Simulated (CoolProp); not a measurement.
Properties of R1234ze(E) along the isobar 4.84 MPa.

The numbers come from the reference Helmholtz-energy equation of state, Thol 2016 in CoolProp.

```tsv
T (°C)	phase	density (kg/m³)	conductivity (mW/(m K))	Prandtl number
-49.85	liquid	1384	104	6.54
-43.65	liquid	(withheld)	102	6.08
-37.45	liquid	1353	99.5	5.70
-31.15	liquid	1337	97.1	5.36
-24.95	liquid	1322	94.8	5.07
-18.65	liquid	1305	(withheld)	4.80
-12.45	liquid	1289	(withheld)	4.57
-6.25	liquid	1273	87.9	4.37
0.05	liquid	1256	85.7	4.18
6.25	liquid	1238	83.6	4.01
12.45	liquid	1221	81.4	3.86
```

### Question
Complete the blanks.

### Answer

- -43.65, density (kg/m³): 1369
- -18.65, conductivity (mW/(m K)): 92.4
- -12.45, conductivity (mW/(m K)): 90.2

Viscosity comes from a separate model (Bell 2016), an estimate that may be off by 10 % or more. Thermal conductivity comes from a separate model (Perkins 2011).
